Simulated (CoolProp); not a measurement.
The fluid at 298.15 K and 0.125 MPa is throttled through a valve to 0.0778 MPa with no heat exchange. The same conditions are run with several fluids, on thermodynamics alone (safety and materials aside).

Model: reference Helmholtz-energy equation of state of each fluid (isobutene: Lemmon 2005; n-perfluorobutane: Gao 2022; CH3F (R41): Lemmon 2006; nitrous oxide: Lemmon 2006; hydrogen sulfide: Lemmon 2006), in CoolProp.

```tsv
fluid	temperature change (K)	final density (kg/m³)
isobutene	-1.3	1.81
n-perfluorobutane	-0.7	7.69
CH3F (R41)	-0.9	1.08
nitrous oxide	-0.5	1.39
hydrogen sulfide	-0.8	1.08
```
